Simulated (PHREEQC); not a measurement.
Model water analysis in mg/L, 25 °C, pH 8.54, pe 2.4: Na 8.4; K 6.35; Ca 9.36; Mg 0.161; Cl 8.55; S(6) as SO4 0.529; Alkalinity as HCO3 45.7; N(-3) as NH4 0.314.

Cl is adjusted to close the charge balance.
Valence states are taken as typed.

All values are PHREEQC results (ion-association model, phreeqc.dat), not measurements.

Precipitation was switched off in this run.

### Question
What specific conductance does the model give?

### Answer
specific conductance 110 µS/cm.

### Question
In which forms is C present?

### Answer
HCO3- 97 %, CO3-2 1.8 %, CO2 0.6 % of the C.
